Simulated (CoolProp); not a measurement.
Vapour-liquid equilibrium of acetone (1) + dimethyl carbonate (2) at 75.15 °C; x and y are mole fractions of (1).

Values from CoolProp's multi-fluid Helmholtz-energy mixture model, Lemmon 2006 and Zhou 2011; pair parameters Bell 2016.

Question: Give the bubble pressure and the first vapour's composition at x = 0.05, 0.65, 0.95. Is there an azeotrope?

Answer: x = 0.05: 68.72 kPa, y = 0.148; x = 0.65: 142.6 kPa, y = 0.835; x = 0.95: 180.3 kPa, y = 0.981. No azeotrope shows between x = 0.05 and 0.95.

The pair parameters rest on a limited set of measurements; away from them the model extrapolates.
